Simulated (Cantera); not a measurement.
Equilibrium for silicon nitride deposition: SiCl4 + NH3 + N2

Feed: 1 mol SiCl4, 21 mol NH3, 1.4 mol N2, held at 727 °C and 2900 Pa.

Cantera equilibrium calculation (NASA polynomials, part measured and part estimated; ideal gas, pure solids and liquids). Candidate condensed phases: NH4Cl, Si, Si3N4; 28 gas species. Kinetics and transport are ignored.

```json
{
  "x(H2)": "0.660",
  "x(N2)": "0.251",
  "x(HCl)": "0.0893",
  "x(SiCl4)": "3.39e-5",
  "x(NH3)": "4.53e-6",
  "x(SiHCl3)": "1.76e-6",
  "n(Si3N4(s))": "0.333 mol",
  "gas_amount": "44.73 mol",
  "log10 activity of Si(s) (absent)": "-5.77"
}
```
